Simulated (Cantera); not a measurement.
A perfectly stirred reactor is fed with 4.91 % CH₄, 20.0 % O₂, 75.1 % N₂, equivalence ratio 0.49, at 140000 Pa; it is adiabatic with a 550 K inlet, and is followed from long to short residence time, starting on the burning branch (τ in s: 0.034, 0.019, 0.01, 0.0057, 0.0032, 0.0018, 0.00097, 0.00054, 0.0003, 0.00017, 9.1e-05).

Model: GRI-Mech 3.0 (53 species, 325 reactions), integrated in Cantera.

**Question.** Predict: blow-out, bracketed by the residence times tried; x(CH₄) at τ = 34.0 ms; x(O₂) at τ = 34.0 ms; x(C₂H₂) at τ = 34.0 ms; x(H) at τ = 34.0 ms; x(N₂O) at τ = 34.0 ms; x(CH₄) at τ = 1.80 ms; x(O₂) at τ = 1.80 ms; x(C₂H₂) at τ = 1.80 ms; x(H) at τ = 1.80 ms; x(N₂O) at τ = 1.80 ms.

**Answer.** 
- blow-out, bracketed by the residence times tried: burning at 0.300 ms, out at 0.170 ms
- x(CH₄) at τ = 34.0 ms: 2.74e-5
- x(O₂) at τ = 34.0 ms: 0.102
- x(C₂H₂) at τ = 34.0 ms: 2.69e-9
- x(H) at τ = 34.0 ms: 1.36e-5
- x(N₂O) at τ = 34.0 ms: 9.72e-7
- x(CH₄) at τ = 1.80 ms: 0.000194
- x(O₂) at τ = 1.80 ms: 0.103
- x(C₂H₂) at τ = 1.80 ms: 9.00e-9
- x(H) at τ = 1.80 ms: 0.000199
- x(N₂O) at τ = 1.80 ms: 8.44e-7
